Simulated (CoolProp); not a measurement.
Computed with CoolProp (reference Helmholtz-energy equation of state, Rui 2013).

For R236EA, give the phase and the cp (kJ/(kg K)), speed of sound (m/s), Joule-Thomson coefficient (K/MPa), Prandtl number at 138.85 °C and 0.0432 MPa; 138.85 °C and 0.224 MPa.


- 138.85 °C and 0.0432 MPa: gas; cp 1.01, speed of sound 154, Joule-Thomson coefficient 8.25, Prandtl number 0.668
- 138.85 °C and 0.224 MPa: gas; cp 1.02, speed of sound 151, Joule-Thomson coefficient 8.45, Prandtl number 0.675

Viscosity comes from a separate model (Huber 2003), an estimate that may be off by 10 % or more. Thermal conductivity comes from a separate model (Huber 2003), an estimate that may be off by 10 % or more.
